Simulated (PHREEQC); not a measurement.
A solution holds 0.056 mol Cu(NO3)2, 0.12 mol HBF4 and 0.0016 mol H3BO3 per kg of water, at 50 °C. Closed to the air; pH follows from the charge balance.

Equilibrium calculation in PHREEQC: ion-association model, wateq4f.dat.

No solid was allowed to form.

**Question.** Order these B species by the share of B that they hold, largest first: BF3OH-, BF2(OH)2-, BF4-, H3BO3.

**Answer.** BF4- (92 %), H3BO3 (4.9 %), BF3OH- (2.6 %), BF2(OH)2- (0.39 %)

The pH is 1.05 and the ionic strength 0.284 mol/kgw. At this temperature some constants are extrapolated from 25 °C, and those without enthalpy data are left unchanged. Real BF4- forms and hydrolyses slowly; the run takes it at equilibrium.
